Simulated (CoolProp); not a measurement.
Vapour-liquid equilibrium of carbon dioxide (1) + R22 (2) at -9.15 °C; x and y are mole fractions of (1).

The numbers come from the multi-fluid Helmholtz-energy mixture model, Span 1996 and Kamei 1995; pair parameters Bell 2016 in CoolProp.

| x | bubble pressure (MPa) | y at the bubble point | dew pressure at overall composition x (MPa) | liquid density (mol/L) |
|---|---|---|---|---|
| 0.05 | 0.4481 | 0.209 | 0.3824 | 15.46 |
| 0.125 | 0.5825 | 0.424 | 0.4108 | 15.90 |
| 0.2 | 0.7282 | 0.568 | 0.4437 | 16.36 |
| 0.275 | 0.8836 | 0.669 | 0.4822 | 16.84 |
| 0.35 | 1.047 | 0.742 | 0.5279 | 17.33 |
| 0.425 | 1.217 | 0.798 | 0.5831 | 17.84 |
| 0.5 | 1.393 | 0.842 | 0.6513 | 18.37 |
| 0.575 | 1.574 | 0.877 | 0.7375 | 18.92 |
| 0.65 | 1.760 | 0.905 | 0.8502 | 19.48 |
| 0.725 | 1.951 | 0.930 | 1.004 | 20.05 |
| 0.8 | 2.147 | 0.951 | 1.224 | 20.64 |
| 0.875 | 2.351 | 0.971 | 1.565 | 21.24 |
| 0.95 | 2.564 | 0.989 | 2.134 | 21.84 |

No azeotrope shows between x = 0.05 and 0.95.

Pair parameters are fitted to limited data, so mixtures are less certain than the pure fluids.
